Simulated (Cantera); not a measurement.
A Cantera script and what it prints.

```python
import numpy as np
import cantera as ct

gas_names = """
    B BH BH2 BH3 BN BO BO2 B2 B2O B2O2 B2O3 B3O3H3 H HBO HBO2 HNO HNO2 HNO3 HO2 H2 H2O H2O2 H3B3O6 N NH
    NH2 NH3 NH2OH NO NO2 NO3 N2 N2H2 N2H4 N2O O OH O2 O3
""".split()
cond_names = """
    B(b) B(L) BN(s) B2O3(L) B3O3H3(cr) H2O(s) H2O(L)
""".split()


# ... load() reads the species with a 1 bar reference pressure and builds the phases ...
atoms = {
    'B': {'B': 1},
    'N2': {'N': 2},
    'H2': {'H': 2},
    'O2': {'O': 2},
}
top_T = {'BN(s)': 3200}  # K; cautious upper limits of use, not melting points


# ... equilibrate(T, P, feed) seeds the gas with the atoms and calls Mixture.equilibrate('TP', solver="vcs", rtol=1e-11, max_steps=5000) ...
results = []
feed = {'B': 1, 'N2': 17, 'H2': 0.3, 'O2': 0.072}  # mol
T = 1675  # K
P = 1333.22  # Pa
mix = equilibrate(T, P, feed)
results.append((T, P, feed, dict(zip(mix.species_names, mix.species_moles))))
print(gas.report(threshold=1e-06))
for i in range(1, mix.n_phases):
    print(f"{mix.phase(i).name:16s} {mix.phase_moles(i):12.5e} mol")
```

Output:

```
       temperature   1675 K
          pressure   1333.2 Pa
           density   0.0026483 kg/m^3
  mean mol. weight   27.664 kg/kmol
   phase of matter   gas

                          1 kg             1 kmol
                     ---------------   ---------------
          enthalpy        1.5379e+06        4.2544e+07  J
   internal energy        1.0344e+06        2.8617e+07  J
           entropy             10194        2.8201e+05  J/K
    Gibbs function       -1.5537e+07       -4.2983e+08  J
 heat capacity c_p            1280.6             35426  J/K
 heat capacity c_v            980.05             27112  J/K

                      mass frac. Y      mole frac. X     chem. pot. / RT
                     ---------------   ---------------   ---------------
                BO        0.00020271        0.00020918           -40.654
              B2O2        0.00096261        0.00049666           -81.309
              B2O3         0.0041338         0.0016427            -113.9
                 H        4.7415e-06        0.00013013           -13.669
               HBO         0.0013124         0.0013052           -54.323
              HBO2        0.00084708        0.00053482           -86.912
                H2         0.0012204          0.016746           -27.337
               H2O        6.4429e-06        9.8939e-06           -59.926
                N2           0.99131           0.97893           -30.697
     [  +30 minor]        3.9458e-07        2.6162e-07

B(b)              0.00000e+00 mol
BN(s)             8.92993e-01 mol
B2O3(L)           0.00000e+00 mol
B3O3H3(cr)        0.00000e+00 mol
```

Equilibrium computed with Cantera from the NASA thermochemical tables; the gas is ideal and each condensed phase is pure.
